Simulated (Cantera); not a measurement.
Charge: 1 mol HgO, 0.92 mol H2, 60 mol N2, at 702 °C and 0.000660 bar.

Cantera equilibrium calculation (NASA polynomials, part measured and part estimated; ideal gas, pure solids and liquids). Candidate condensed phases: H2O, Hg, HgO; 25 gas species. Rates play no part.

Base state: N2 0.968, Hg 0.0161, H2O 0.0148, O2 0.000645 (mole fractions); condensed: gas only.

Problem. What changes in the equilibrium state with this change: H2 from 0.92 to 0.23 mol?

Solution. 
| species | before | after |
|---|---|---|
| N2 | 0.968 | 0.974 |
| Hg | 0.0161 | 0.0162 |
| O2 | 0.000645 | 0.00625 |
| H2O | 0.0148 | 0.00373 |

Problem. What changes in the equilibrium state with this change: H2 from 0.92 to 0.38 mol?

Solution. 
```json
[
 {"species": "N2", "before": "0.968", "after": "0.973"},
 {"species": "Hg", "before": "0.0161", "after": "0.0162"},
 {"species": "H2O", "before": "0.0148", "after": "0.00616"},
 {"species": "O2", "before": "0.000645", "after": "0.00502"}
]
```
